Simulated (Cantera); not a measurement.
Input (Python, Cantera) and output of one run.

```python
import numpy as np
import cantera as ct

gas_names = """
    H HO2 H2 H2O H2O2 O OH O2 O3 Ta TaO TaO2
""".split()
cond_names = """
    H2O(s) H2O(L) Ta(cr) Ta(L) Ta2O5(s) Ta2O5(L)
""".split()


def load(file, names, dense=False):
    # The tables refer to 1 bar. Condensed volumes are neglected.
    table = {s.name: s for s in ct.Species.list_from_file(file)}
    out = []
    for n in names:
        d = dict(table[n].input_data)
        d["thermo"] = dict(d["thermo"], **{"reference-pressure": 1e5})
        if dense:
            d["equation-of-state"] = {"model": "constant-volume", "density": "1e6 g/cm^3"}
        out.append(ct.Species.from_dict(d))
    return out


gas = ct.Solution(thermo="ideal-gas", species=load("nasa_gas.yaml", gas_names))
cond = {s.name: ct.Solution(thermo="fixed-stoichiometry", species=[s], name=s.name)
        for s in load("nasa_condensed.yaml", cond_names, dense=True)}
atoms = {
    'Ta2O5': {'Ta': 2, 'O': 5},
    'H2': {'H': 2},
}
top_T = {}  # K; cautious upper limits of use, not melting points


def equilibrate(T, P, feed):
    n = {}
    for name, mol in feed.items():
        for a, k in atoms[name].items():
            n[a] = n.get(a, 0.0) + k * mol
    gas.TPX = T, P, n
    mass = sum(n.values()) * gas.mean_molecular_weight
    gas.equilibrate("TP")
    valid = [c for c in cond.values() if c.min_temp <= T <= top_T.get(c.name, c.max_temp)]
    mix = ct.Mixture([(gas, mass / gas.mean_molecular_weight)] + [(c, 0.0) for c in valid])
    mix.T, mix.P = T, P
    mix.equilibrate("TP", solver="vcs", rtol=1e-11, max_steps=5000)
    return mix


results = []
T = 1600  # K
P = 3900  # Pa
for m in [1.2, 1.8, 2.6, 3.8, 5.5, 7.9, 11, 17]:
    feed = {'Ta2O5': 1, 'H2': m}  # mol
    mix = equilibrate(T, P, feed)
    results.append((T, P, feed, dict(zip(mix.species_names, mix.species_moles))))
    x = sorted(zip(gas.X, gas.species_names), reverse=True)
    print(f"T = {T:g} K  P = {P:g} Pa  n(H2) = {m:g} mol  gas = {mix.phase_moles(0):.4g} mol")
    print("   x: " + "  ".join(f"{s} {v:.3e}" for v, s in x if v > 0.001))
    print("   condensed (mol): " + ("  ".join(f"{mix.phase(i).name} {mix.phase_moles(i):.4g}"
          for i in range(1, mix.n_phases) if mix.phase_moles(i) > 1e-12) or "none"))
```

Output:

```
T = 1600 K  P = 3900 Pa  n(H2) = 1.2 mol  gas = 1.2 mol
   x: H2 9.995e-01
   condensed (mol): Ta(cr) 9.565e-05  Ta2O5(s) 1
T = 1600 K  P = 3900 Pa  n(H2) = 1.8 mol  gas = 1.8 mol
   x: H2 9.995e-01
   condensed (mol): Ta(cr) 0.0001435  Ta2O5(s) 0.9999
T = 1600 K  P = 3900 Pa  n(H2) = 2.6 mol  gas = 2.6 mol
   x: H2 9.995e-01
   condensed (mol): Ta(cr) 0.0002072  Ta2O5(s) 0.9999
T = 1600 K  P = 3900 Pa  n(H2) = 3.8 mol  gas = 3.801 mol
   x: H2 9.995e-01
   condensed (mol): Ta(cr) 0.0003029  Ta2O5(s) 0.9998
T = 1600 K  P = 3900 Pa  n(H2) = 5.5 mol  gas = 5.501 mol
   x: H2 9.995e-01
   condensed (mol): Ta(cr) 0.0004384  Ta2O5(s) 0.9998
T = 1600 K  P = 3900 Pa  n(H2) = 7.9 mol  gas = 7.901 mol
   x: H2 9.995e-01
   condensed (mol): Ta(cr) 0.0006297  Ta2O5(s) 0.9997
T = 1600 K  P = 3900 Pa  n(H2) = 11 mol  gas = 11 mol
   x: H2 9.995e-01
   condensed (mol): Ta(cr) 0.0008768  Ta2O5(s) 0.9996
T = 1600 K  P = 3900 Pa  n(H2) = 17 mol  gas = 17 mol
   x: H2 9.995e-01
   condensed (mol): Ta(cr) 0.001355  Ta2O5(s) 0.9993
```

Cantera equilibrium calculation (NASA polynomials, part measured and part estimated; ideal gas, pure solids and liquids). Mutual solubility and eutectic melting of coexisting phases are not modelled. Condensed phases not in the tables: N, O or C dissolved in the metal.
